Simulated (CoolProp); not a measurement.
Vapour pressure (bar) of R1233zd(E): the reference equation beside estimates from Tc = 438.9 K, pc = 35.83 bar, ω = 0.304.

Computed with CoolProp (reference Helmholtz-energy equation of state, Akasaka 2022).

| T (K) | reference | van der Waals | Redlich-Kwong |
|---|---|---|---|
| 323.8 | 2.996 | 9.344 | 4.810 |
| 330.1 | 3.594 | 10.26 | 5.588 |
| 336.4 | 4.280 | 11.24 | 6.450 |
| 342.7 | 5.060 | 12.27 | 7.400 |
| 349 | 5.943 | 13.36 | 8.444 |
| 355.3 | 6.938 | 14.51 | 9.585 |
| 361.6 | 8.053 | 15.72 | 10.83 |
| 367.9 | 9.298 | 16.99 | 12.18 |
| 374.2 | 10.68 | 18.33 | 13.64 |
| 380.5 | 12.21 | 19.72 | 15.21 |
| 386.8 | 13.91 | 21.19 | 16.90 |

Absolute difference from the reference over all 11 rows, mean and median: van der Waals 118.2 and 109.1 %, Redlich-Kwong 39.3 and 38.2 %.
